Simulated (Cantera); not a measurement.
Input: 1 mol Si₂Cl₆, 0.15 mol Cl₂, 20 mol H₂, at 1050 K and 0.820 bar.

Equilibrium computed with Cantera from the NASA thermochemical tables; the gas is ideal and each condensed phase is pure. Candidate condensed phases: Si; 19 gas species. The feed counts by its element totals alone. The tables' values for SiCl₃ are old estimates; treat these amounts as uncertain. Rates play no part.

Base state: H₂ 0.907, SiCl₄ 0.0458, SiHCl₃ 0.0289, HCl 0.0149, SiH₂Cl₂ 0.00208, SiCl₃ 0.00108, SiCl₂ 0.000458, SiH₃Cl 3.90e-5 (mole fractions); condensed: Si(s).

### Question
What changes in the equilibrium state with this change: Si₂Cl₆ replaced by SiH₂Cl₂?

### Answer
```tsv
species	before	after
H₂	0.907	0.961
SiCl₄	0.0458	0.0137
SiHCl₃	0.0289	0.0121
HCl	0.0149	0.0114
SiCl₃	0.00108	0.000436
SiCl₂	0.000458	0.000251
SiH₂Cl₂	0.00208	0.00121
Si(s), mol	0.316	0.403
```
